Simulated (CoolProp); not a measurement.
Methane at 293.15 K and 0.555 MPa is compressed adiabatically to 1.91 MPa with isentropic efficiency 0.8. Each further row changes one setting.

Computed with CoolProp (reference Helmholtz-energy equation of state, Setzmann 1991).

| case | work (kJ/kg) | final temperature (K) | final density (kg/m³) |
|---|---|---|---|
| as stated | ___ | ___ | ___ |
| efficiency 1 | ___ | ___ | ___ |
| efficiency 0.65 | 330 | ___ | ___ |

Fill in the missing entries.


- as stated, work (kJ/kg): 268
- as stated, final temperature (K): 408.2
- as stated, final density (kg/m³): 9.10
- efficiency 1, work (kJ/kg): 215
- efficiency 1, final temperature (K): 387.4
- efficiency 1, final density (kg/m³): 9.61
- efficiency 0.65, final temperature (K): 431.6
- efficiency 0.65, final density (kg/m³): 8.58
